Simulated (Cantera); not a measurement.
Charge: 1 mol PbO, 0.38 mol C, 0.67 mol CO, held at 1580 Torr.

Method: chemical equilibrium by Gibbs-energy minimisation in Cantera with the NASA 1993 tables (ideal gas, pure condensed phases). Candidate condensed phases: C, Pb, PbO, PbO₂, Pb₃O₄; 15 gas species. Gases not in the tables: (PbO)n polymers. Equilibrium is a limit: real reactors are often held back by kinetics, nucleation or transport.

x: gas mole fraction; n: condensed amount in mol.

| T (K) | x CO₂ | x CO | x Pb | x PbO | x Pb₂ | x O₂ | x O | n Pb(l) |
|---|---|---|---|---|---|---|---|---|
| 1300 | 0.590 | 0.409 | 0.00125 | 2.65e-7 | 1.19e-7 | <1e-12 | <1e-12 | 0.999 |
| 1350 | 0.589 | 0.409 | 0.00233 | 8.40e-7 | 3.36e-7 | <1e-12 | <1e-12 | 0.998 |
| 1400 | 0.588 | 0.408 | 0.00415 | 2.45e-6 | 8.77e-7 | <1e-12 | <1e-12 | 0.996 |
| 1450 | 0.586 | 0.407 | 0.00709 | 6.61e-6 | 2.14e-6 | (withheld) | 3.11e-12 | 0.992 |
| 1500 | 0.584 | 0.405 | 0.0117 | 1.67e-5 | 4.90e-6 | (withheld) | 1.36e-11 | 0.988 |
| 1550 | 0.579 | 0.402 | 0.0186 | 3.96e-5 | 1.06e-5 | (withheld) | 5.43e-11 | 0.980 |
| 1600 | 0.573 | 0.398 | 0.0288 | 8.88e-5 | 2.19e-5 | (withheld) | 1.98e-10 | 0.969 |
| 1650 | 0.564 | 0.392 | 0.0434 | 0.000189 | 4.31e-5 | (withheld) | 6.70e-10 | 0.952 |
| 1700 | 0.552 | 0.384 | 0.0638 | 0.000385 | 8.14e-5 | (withheld) | 2.10e-9 | 0.928 |
| 1750 | 0.535 | 0.372 | 0.0917 | 0.000752 | 0.000148 | (withheld) | 6.18e-9 | 0.893 |
| 1800 | 0.512 | 0.357 | 0.129 | 0.00141 | 0.000260 | (withheld) | 1.71e-8 | 0.842 |
| 1850 | 0.481 | 0.338 | 0.178 | 0.00254 | 0.000442 | (withheld) | 4.45e-8 | 0.767 |
| 1900 | 0.440 | 0.313 | 0.242 | 0.00441 | 0.000730 | (withheld) | 1.10e-7 | 0.655 |
| 1950 | 0.388 | 0.281 | 0.323 | 0.00735 | 0.00117 | (withheld) | 2.55e-7 | 0.478 |

### Question
What belongs in the gaps?

### Answer

- 1450, x O₂: 5.03e-12
- 1500, x O₂: 2.37e-11
- 1550, x O₂: 1.01e-10
- 1600, x O₂: 3.93e-10
- 1650, x O₂: 1.41e-9
- 1700, x O₂: 4.65e-9
- 1750, x O₂: 1.43e-8
- 1800, x O₂: 4.14e-8
- 1850, x O₂: 1.12e-7
- 1900, x O₂: 2.84e-7
- 1950, x O₂: 6.71e-7
